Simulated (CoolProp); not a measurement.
A Linde-Hampson liquefier for nitrogen: isothermal reversible compression at 230 K from 1 atm to 5 MPa, throttling to 1 atm, return gas leaving the recuperator 0 K below the feed. Each further row changes one setting.

Computed with CoolProp (reference Helmholtz-energy equation of state, Span 2000).

```csv
case,liquid yield per pass,compression work (kJ/kg of gas)
as stated,___,262
high pressure 10 MPa,___,___
warm-end temperature 260 K,___,___
warm-end gap 5 K,___,262
```

**Question.** Complete the blanks.

**Answer.** 
- as stated, liquid yield per pass: 0.051
- high pressure 10 MPa, liquid yield per pass: 0.098
- high pressure 10 MPa, compression work (kJ/kg of gas): 307
- warm-end temperature 260 K, liquid yield per pass: 0.036
- warm-end temperature 260 K, compression work (kJ/kg of gas): 299
- warm-end gap 5 K, liquid yield per pass: 0.037
